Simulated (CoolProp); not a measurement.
Values from CoolProp's reference Helmholtz-energy equation of state, Tillner-Roth 1997.

### Question
For CH2F2 (R32), give the phase and the density (kg/m³), cv (kJ/(kg K)), Joule-Thomson coefficient (K/MPa), expansivity (1/kK) at 99.25 °C and 6.49 MPa; 140.95 °C and 6.49 MPa; 161.85 °C and 6.49 MPa.

### Answer
- 99.25 °C and 6.49 MPa: supercritical; density 199, cv 1.07, Joule-Thomson coefficient 9.99, expansivity 17.7
- 140.95 °C and 6.49 MPa: supercritical; density 132, cv 0.984, Joule-Thomson coefficient 7.74, expansivity 6.30
- 161.85 °C and 6.49 MPa: supercritical; density 118, cv 0.985, Joule-Thomson coefficient 6.76, expansivity 4.95
